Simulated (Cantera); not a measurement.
Feed: 1 mol Cu2O, 4.3 mol CO, 7.9 mol N2, at 1.00 bar.

Method: chemical equilibrium by Gibbs-energy minimisation in Cantera with the NASA 1993 tables (ideal gas, pure condensed phases). Candidate condensed phases: C, Cu, CuO, Cu2O; 27 gas species. Equilibrium is a limit: real reactors are often held back by kinetics, nucleation or transport.

Problem. At 1902 °C, list the 4 most abundant gas species with their mole fractions, and the condensed phases.

Solution. N2 0.635, CO 0.265, CO2 0.0803, Cu 0.0191. Condensed: Cu(l).
